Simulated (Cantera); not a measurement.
Input (Python, Cantera) and output of one run.

```python
import numpy as np
import cantera as ct

gas_names = [...]  # 77 gases of nasa_gas.yaml made of C, H, Ti
cond_names = """
    C(gr) C6H6(L) C7H8(L) C8H18(L),n-octa Ti(a) Ti(b) Ti(L) TiC(s) TiC(L)
""".split()


# ... load() reads the species with a 1 bar reference pressure and builds the phases ...
atoms = {
    'TiC': {'Ti': 1, 'C': 1},
    'H2': {'H': 2},
}
top_T = {'C(gr)': 4500}  # K; cautious upper limits of use, not melting points


# ... equilibrate(T, P, feed) seeds the gas with the atoms and calls Mixture.equilibrate('TP', solver="vcs", rtol=1e-11, max_steps=5000) ...
results = []
feed = {'TiC': 1, 'H2': 0.058}  # mol
P = 10000  # Pa
for T in [2398, 2448, 2498, 2548, 2598, 2648, 2698, 2748, 2798]:
    mix = equilibrate(T, P, feed)
    results.append((T, P, feed, dict(zip(mix.species_names, mix.species_moles))))

top = {s: max(r[3][s] / sum(r[3][g] for g in gas_names) for r in results) for s in gas_names}
cols = sorted((s for s in top if top[s] > 0.0001), key=lambda s: -top[s])[:5]
seen = [c for c in cond_names if any(r[3].get(c, 0) > 1e-12 for r in results)]
print("log10 of partial pressures in bar; condensed amounts in mol")
print(f"{'T/K':>10s}" + "".join(f"{s[:9]:>10s}" for s in cols + seen))
for T, P, feed, n in results:
    ng = sum(n[g] for g in gas_names)
    print(f"{T:10.4g}" + "".join(f"{np.log10(max(n[s] / ng * P / 1e5, 1e-99)):10.3f}" for s in cols)
          + "".join(f"{n.get(c, 0):10.4g}" for c in seen))
```

It prints:

```
log10 of partial pressures in bar; condensed amounts in mol
       T/K        H2         H        Ti C2H2,acet    TiC(s)
      2398    -1.022    -2.313    -5.178    -5.497         1
      2448    -1.027    -2.215    -4.959    -5.274         1
      2498    -1.034    -2.121    -4.749    -5.062         1
      2548    -1.043    -2.031    -4.548    -4.860         1
      2598    -1.053    -1.946    -4.354    -4.667         1
      2648    -1.064    -1.865    -4.169    -4.483         1
      2698    -1.078    -1.788    -3.991    -4.307    0.9999
      2748    -1.094    -1.715    -3.820    -4.140    0.9999
      2798    -1.113    -1.647    -3.656    -3.981    0.9999
```

These are equilibrium values from Cantera (NASA tables, ideal gas, pure condensed phases), not measurements of a reactor. TiC: taken at fixed stoichiometry.
